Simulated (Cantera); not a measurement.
# Thermodynamics of silicon oxide and oxynitride deposition, feed HMDSO + CO2

Feed: 1 mol HMDSO, 20 mol CO2, equilibrated at 143 Torr.

Equilibrium computed with Cantera from the NASA thermochemical tables; the gas is ideal and each condensed phase is pure. Candidate condensed phases: C, C6H6, C7H8, C8H18, H2O, Si, SiC, SiO2; 123 gas species. The feed counts by its element totals alone. The tables hold silica as quartz up to 1696 K and as liquid above; real silica turns to tridymite and cristobalite and melts near 1996 K. Gases not in the tables: Si(OH)4. Equilibrium is a limit: real reactors are often held back by kinetics, nucleation or transport.

From 550 K to 750 K the condensed part is C(graphite) + SiO2(α-quartz). At 850 K the condensed part is C(graphite) + SiO2(β-quartz). From 950 K to 1350 K the condensed part is SiO2(β-quartz).

| T (K) | x CO2 | x CO | x H2O | x H2 | x CH4 | x H | x OH | x HCHO (formaldehyde) | n C(graphite) | n SiO2(α-quartz) | n SiO2(β-quartz) |
|---|---|---|---|---|---|---|---|---|---|---|---|
| 550 | 0.630 | 0.000493 | 0.336 | 0.0152 | 0.0185 | <1e-12 | <1e-12 | 1.21e-12 | 11.0 | 2.00 | 0 |
| 650 | 0.633 | 0.00915 | 0.277 | 0.0623 | 0.0192 | <1e-12 | <1e-12 | 8.23e-11 | 10.2 | 2.00 | 0 |
| 750 | 0.589 | 0.0746 | 0.183 | 0.142 | 0.0122 | <1e-12 | <1e-12 | 1.38e-9 | 8.58 | 2.00 | 0 |
| 850 | 0.401 | 0.313 | 0.0833 | 0.199 | 0.00466 | 2.09e-11 | <1e-12 | 7.36e-9 | 3.81 | 0 | 2.00 |
| 950 | 0.257 | 0.487 | 0.0583 | 0.198 | 0.000367 | 5.68e-10 | <1e-12 | 1.05e-8 | 0 | 0 | 2.00 |
| 1050 | 0.240 | 0.503 | 0.0742 | 0.183 | 1.56e-5 | 7.96e-9 | 1.03e-11 | 9.40e-9 | 0 | 0 | 2.00 |
| 1150 | 0.226 | 0.517 | 0.0880 | 0.169 | 1.12e-6 | 7.04e-8 | 2.22e-10 | 8.43e-9 | 0 | 0 | 2.00 |
| 1250 | 0.214 | 0.528 | 0.0999 | 0.157 | 1.23e-7 | 4.40e-7 | 2.88e-9 | 7.65e-9 | 0 | 0 | 2.00 |
| 1350 | 0.204 | 0.538 | 0.110 | 0.147 | 1.87e-8 | 2.10e-6 | 2.54e-8 | 7.02e-9 | 0 | 0 | 2.00 |
x: gas mole fraction; n: condensed amount in mol.
